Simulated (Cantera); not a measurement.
A Cantera script and its output.

```python
import numpy as np
import cantera as ct

gas = ct.Solution("gri30.yaml", transport_model="mixture-averaged")
show = ['CH4', 'O', 'H2']

rows = []
print(f"{'T/K':>7s}{'rho':>11s}{'cp':>10s}{'mu':>11s}{'lambda':>11s}{'Pr':>7s}" + "".join(f"{'D_' + s:>11s}" for s in show))
for T in [400, 500, 600, 700, 800, 900, 1000]:
    gas.TPX = T, 13332, {'CO2': 0.81, 'N2': 0.19}
    Pr = gas.cp_mass * gas.viscosity / gas.thermal_conductivity
    D = [gas.mix_diff_coeffs_mole[gas.species_index(s)] for s in show]
    rows.append([gas.density, gas.cp_mass, gas.viscosity, gas.thermal_conductivity, Pr, *D])
    print(f"{T:7g}{gas.density:11.4e}{gas.cp_mass:10.1f}{gas.viscosity:11.4e}"
          f"{gas.thermal_conductivity:11.4e}{Pr:7.3f}" + "".join(f"{d:11.4e}" for d in D))
print("SI units: kg/m3, J/kg/K, Pa s, W/m/K, m2/s")
```

It prints:

```
    T/K        rho        cp         mu     lambda     Pr      D_CH4        D_O       D_H2
    400 1.6424e-01     952.1 2.0165e-05 2.6607e-02  0.722 2.3245e-04 3.3632e-04 8.5359e-04
    500 1.3139e-01    1019.6 2.4356e-05 3.4291e-02  0.724 3.4699e-04 4.9700e-04 1.2494e-03
    600 1.0949e-01    1075.8 2.8187e-05 4.1777e-02  0.726 4.7844e-04 6.8063e-04 1.7008e-03
    700 9.3849e-02    1122.7 3.1735e-05 4.9002e-02  0.727 6.2552e-04 8.8562e-04 2.2040e-03
    800 8.2118e-02    1162.4 3.5057e-05 5.5954e-02  0.728 7.8728e-04 1.1107e-03 2.7563e-03
    900 7.2993e-02    1196.3 3.8192e-05 6.2641e-02  0.729 9.6293e-04 1.3550e-03 3.3553e-03
   1000 6.5694e-02    1225.9 4.1170e-05 6.9079e-02  0.731 1.1518e-03 1.6176e-03 3.9993e-03
SI units: kg/m3, J/kg/K, Pa s, W/m/K, m2/s
```

Model: GRI-Mech 3.0 (53 species, 325 reactions), integrated in Cantera.
